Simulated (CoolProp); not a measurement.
200 sccm (0 °C, 1 atm) of nitrogen bubbles through liquid water at 356.4 K and leaves saturated at a total pressure of 0.15 MPa (ideal gas phase). Each further row changes one setting.

The numbers come from the reference Helmholtz-energy equation of state, Wagner 2002 in CoolProp.

```json
[
 {"case": "as stated", "vapour pressure (kPa)": "54.0", "mole fraction of vapour": "0.360", "delivery (mg/min)": "90.4", "delivery (sccm)": "113", "change of delivery for a bath 1 K warmer (%)": "6.4"},
 {"case": "bath temperature 361.4 K", "vapour pressure (kPa)": "65.6", "mole fraction of vapour": "0.438", "delivery (mg/min)": "125", "delivery (sccm)": "156", "change of delivery for a bath 1 K warmer (%)": "7.2"},
 {"case": "total pressure 0.3 MPa", "vapour pressure (kPa)": "54.0", "mole fraction of vapour": "0.180", "delivery (mg/min)": "35.3", "delivery (sccm)": "43.9", "change of delivery for a bath 1 K warmer (%)": "5.0"}
]
```
